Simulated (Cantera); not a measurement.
Gas mixture: 23.7 % H2O, 28.5 % C3H8, 16.5 % CH3OH, 31.3 % CH4, at 0.133 bar, frozen composition.

Cantera's kinetic-theory transport with the Lennard-Jones parameters of GRI-Mech 3.0, ideal gas; thermal conductivity in the mixture-averaged form. Polar gases are described roughly by these parameters.

D: mixture-averaged diffusion coefficient of that species in the mixture.

```csv
T (K),ρ (kg/m³),cp (J/kg/K),μ (µPa s),λ (mW/m/K),Pr,D (cm²/s) N2,D (cm²/s) H2,D (cm²/s) C2H2
400,0.109,2067,___,37.1,0.714,2.15,8.03,1.70
500,0.0870,2386,___,51.5,0.728,3.21,11.8,2.58
600,0.0725,2685,___,67.0,0.739,4.43,16.1,3.60
700,0.0622,2954,___,83.2,0.746,5.79,20.9,4.75
800,0.0544,3188,___,99.8,0.750,7.29,26.2,6.02
900,0.0484,3394,25.8,117,0.752,8.92,32.0,7.40
1000,0.0435,3588,___,133,0.755,10.7,38.1,8.89
```

Question: Some entries are withheld; supply them.

Answer: 
- 400, μ (µPa s): 12.8
- 500, μ (µPa s): 15.7
- 600, μ (µPa s): 18.4
- 700, μ (µPa s): 21.0
- 800, μ (µPa s): 23.5
- 1000, μ (µPa s): 28.0
